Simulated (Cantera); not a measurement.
Feed: 1 mol PbF2, 4.1 mol H2, 240 mol N2, held at 900 K and 75.0 Pa.

Method: chemical equilibrium by Gibbs-energy minimisation in Cantera with the NASA 1993 tables (ideal gas, pure condensed phases). Candidate condensed phases: Pb, PbF2; 26 gas species. Rates play no part.

Base state: N2 0.977, H2 0.0126, HF 0.00814, Pb 0.00182 (mole fractions); condensed: Pb(l).

Q: What changes in the equilibrium state with this change: PbF2 replaced by KCl?

A: 
```json
[
 {"species": "N2", "before": "0.977", "after": "0.980"},
 {"species": "H2", "before": "0.0126", "after": "0.0167"},
 {"species": "KCl", "before": "0", "after": "0.00344"},
 {"species": "HF", "before": "0.00814", "after": "0"},
 {"species": "Pb", "before": "0.00182", "after": "0"},
 {"species": "K2Cl2", "before": "0", "after": "0.000320"},
 {"species": "Pb(l), mol", "before": "0.552", "after": "0"}
]
```
Further candidate phases: K, KCl, NH4Cl.
